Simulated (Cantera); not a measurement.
**Hydrocarbon pyrolysis for carbon deposition**

An isothermal, constant-pressure homogeneous reactor starts with 40.0 % CH₄, 60.0 % N₂, at 1425 K and 160000 Pa.

Computed with Cantera and GRI-Mech 3.0 (53 species, 325 reactions). GRI-Mech 3.0 stops at C3 and has no aromatics, soot or wall deposition, so with more carbon than oxygen in the feed, carbon stays in small species such as C2H2 where larger ones or solid carbon would form.

```tsv
t (s)	x CH₄	x C₂H₆	x C₂H	x H	x C₂H₄
0.000900	0.400	2.86e-5	<1e-12	6.32e-9	2.91e-6
0.00247	0.400	0.000103	<1e-12	7.37e-9	1.43e-5
0.00679	0.399	0.000291	<1e-12	1.10e-8	7.48e-5
0.0186	0.397	0.000658	<1e-12	2.55e-8	0.000444
0.0512	0.392	0.000915	7.94e-12	7.83e-8	0.00198
0.141	0.375	0.000738	5.24e-11	2.21e-7	0.00405
0.386	0.338	0.000454	1.69e-10	5.14e-7	0.00441
1.06	0.270	0.000233	3.45e-10	1.01e-6	0.00707
2.91	0.178	0.000143	6.32e-10	1.90e-6	0.0154
8.00	0.131	0.000150	9.17e-10	2.82e-6	0.0213
```
x: mole fraction; the columns are a selection and need not sum to one.

Equilibrium at this temperature and pressure: CH₄ 0.116, C₂H₆ 0.000114, C₂H 6.06e-10, H 2.95e-6, C₂H₄ 0.0154 (gas phase only).
